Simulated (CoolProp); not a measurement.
Propylene at 298.15 K and 0.411 MPa is throttled through a valve to 0.0987 MPa with no heat exchange. Each further row changes one setting.

Model: reference Helmholtz-energy equation of state, Lemmon 2013, in CoolProp.

| case | temperature change (K) | final density (kg/m³) |
|---|---|---|
| as stated | ___ | ___ |
| outlet pressure 0.0296 MPa | ___ | ___ |
| outlet pressure 0.128 MPa | ___ | ___ |

### Question
Fill in the missing entries.

### Answer

- as stated, temperature change (K): -5.7
- as stated, final density (kg/m³): 1.73
- outlet pressure 0.0296 MPa, temperature change (K): -6.9
- outlet pressure 0.0296 MPa, final density (kg/m³): 0.517
- outlet pressure 0.128 MPa, temperature change (K): -5.1
- outlet pressure 0.128 MPa, final density (kg/m³): 2.25
